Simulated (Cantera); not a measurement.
## Thermodynamics of thermal oxidation and active oxidation of silicon, feed Si + N₂O + H₂

Input: 1 mol Si, 0.028 mol N₂O, 11 mol H₂, equilibrated at 1.40 Pa.

Equilibrium computed with Cantera from the NASA thermochemical tables; the gas is ideal and each condensed phase is pure. Candidate condensed phases: H₂O, Si, SiO₂, Si₂N₂O, Si₃N₄; 35 gas species. Gases not in the tables: Si₂H₆ and higher silanes. Kinetics and transport are ignored.

From 1250 °C to 1400 °C the condensed part is Si(s). From 1425 °C to 1450 °C the condensed part is Si(l). From 1475 °C to 1525 °C nothing is condensed. The main Si-bearing gas is SiO at 1250 °C and Si at 1525 °C.

```csv
T (°C),x H₂,x H,x Si,x SiO,n Si(s),n Si(l)
1250,0.988,0.00614,0.00129,0.00252,0.957,0
1275,0.985,0.00817,0.00227,0.00252,0.946,0
1300,0.980,0.0108,0.00393,0.00251,0.927,0
1325,0.974,0.0140,0.00668,0.00250,0.896,0
1350,0.966,0.0182,0.0112,0.00248,0.844,0
1375,0.953,0.0232,0.0184,0.00246,0.759,0
1400,0.936,0.0294,0.0298,0.00242,0.621,0
1425,0.911,0.0369,0.0469,0.00237,0,0.407
1450,0.879,0.0457,0.0702,0.00230,0,0.0991
1475,0.861,0.0567,0.0774,0.00226,0,0
1500,0.848,0.0700,0.0771,0.00225,0,0
1525,0.833,0.0859,0.0767,0.00223,0,0
```
x: gas mole fraction; n: condensed amount in mol.
